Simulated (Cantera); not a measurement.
# SiHCl3 + H2 + HCl (silicon epitaxy and polysilicon growth)

Input: 1 mol SiHCl3, 63 mol H2, 0.06 mol HCl, equilibrated at 15.0 mbar.

These are equilibrium values from Cantera (NASA tables, ideal gas, pure condensed phases), not measurements of a reactor. Candidate condensed phases: Si; 19 gas species. The tables' values for SiCl3 are old estimates; treat these amounts as uncertain. Equilibrium is a limit: real reactors are often held back by kinetics, nucleation or transport.

From 1000 K to 1325 K the condensed part is Si(s). The main Si-bearing gas is SiCl4 at 1000 K and SiCl2 at 1325 K.

```
T (K)   x H2   x HCl   x SiCl4   x SiCl2  x SiHCl3   x SiCl3  x SiH2Cl2  n Si(s)
-----  -----  ------  --------  --------  --------  --------  ---------  -------
1000   0.975  0.0165   0.00548  0.000475   0.00228  0.000328   0.000102    0.441
1025   0.972  0.0196   0.00474  0.000702   0.00202  0.000399    9.60e-5    0.486
1050   0.970  0.0227   0.00395  0.000994   0.00175  0.000465    8.84e-5    0.531
1075   0.968  0.0259   0.00315   0.00135   0.00146  0.000518    7.97e-5    0.575
1100   0.965  0.0288   0.00239   0.00175   0.00118  0.000549    6.99e-5    0.615
1125   0.963  0.0314   0.00172   0.00217  0.000915  0.000551    5.97e-5    0.648
1150   0.961  0.0336   0.00117   0.00258  0.000681  0.000525    4.97e-5    0.675
1175   0.960  0.0352  0.000760   0.00294  0.000489  0.000478    4.03e-5    0.694
1200   0.959  0.0363  0.000476   0.00325  0.000342  0.000420    3.22e-5    0.706
1225   0.959  0.0371  0.000292   0.00350  0.000235  0.000359    2.54e-5    0.713
1250   0.958  0.0375  0.000177   0.00370  0.000161  0.000302    1.99e-5    0.717
1275   0.958  0.0378  0.000108   0.00386  0.000110  0.000253    1.56e-5    0.717
1300   0.958  0.0379   6.57e-5   0.00400   7.57e-5  0.000210    1.23e-5    0.716
1325   0.958  0.0379   4.06e-5   0.00412   5.25e-5  0.000175    9.73e-6    0.714
```
x: gas mole fraction; n: condensed amount in mol.
